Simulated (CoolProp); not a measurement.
Saturation properties of n-butane.

Values from CoolProp's reference Helmholtz-energy equation of state, Bücker 2006.

```csv
T (K),p (bar),liquid cp (kJ/(kg K)),vapour Z
245.9,0.3226,2.198,(withheld)
262.3,0.6715,2.263,0.9692
278.8,1.272,2.339,0.9517
295.2,(withheld),2.424,0.9289
311.7,3.634,(withheld),0.9000
328.1,(withheld),2.634,0.8648
344.6,8.364,2.769,0.8220
361,(withheld),(withheld),0.7710
377.5,16.59,3.174,0.7087
393.9,22.43,3.578,0.6314
```

### Question
Some entries are withheld; supply them.

### Answer

- 245.9, vapour Z: 0.9818
- 295.2, p (bar): 2.217
- 311.7, liquid cp (kJ/(kg K)): 2.522
- 328.1, p (bar): 5.629
- 361, p (bar): 11.95
- 361, liquid cp (kJ/(kg K)): 2.938

It boils at 272.7 K under 1 atm.
